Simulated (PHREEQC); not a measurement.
Synthetic water in mg/kgw, 15 °C, pH 7.17:

```csv
constituent,mg/kgw
Na,2200
K,0.303
Ca,113
Mg,56.4
Cl,3160
S(6) as SO4,556
Alkalinity as HCO3,455
Sr,1.56
Li,0.147
```

Cl is adjusted to close the charge balance.
Valence states are taken as typed.

The numbers come from PHREEQC with the Pitzer model, pitzer.dat.

Precipitation was switched off in this run.

Problem. Estimate the specific conductance.

Solution. specific conductance 8400 µS/cm.

Problem. In which forms is C present?

Solution. HCO3- 87 %, CO2 13 % of the C.
